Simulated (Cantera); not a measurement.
Feed: 1 mol Si, 1 mol Cl2, 13 mol H2, held at 1425 °C and 10000 Pa.

Method: chemical equilibrium by Gibbs-energy minimisation in Cantera with the NASA 1993 tables (ideal gas, pure condensed phases). Candidate condensed phases: Si; 19 gas species. The tables' values for SiCl3, SiCl are old estimates; treat these amounts as uncertain. Gases not in the tables: Si2H6 and higher silanes. Kinetics and transport are ignored.

Base state: H2 0.887, HCl 0.0837, SiCl2 0.0284, SiCl3 0.000649, H 0.000431, SiHCl3 5.98e-5, Cl 3.16e-5, SiCl 3.03e-5 (mole fractions); condensed: Si(l).

Problem. What changes in the equilibrium state with this change: temperature from 1425 °C to 675 °C?

Solution. 
```csv
species,before,after
H2,0.887,0.953
SiCl4,2.93e-5,0.0254
SiHCl3,5.98e-5,0.0116
HCl,0.0837,0.00936
SiCl2,0.0284,0.000140
H,0.000431,1.62e-9
Cl,3.16e-5,<1e-9
SiCl,3.03e-5,<1e-9
SiH2,1.24e-5,<1e-9
"Si(l), mol",0.591,0
"Si(s), mol",0,0.487
```
The tables' values for SiCl3 are old estimates; treat these amounts as uncertain.
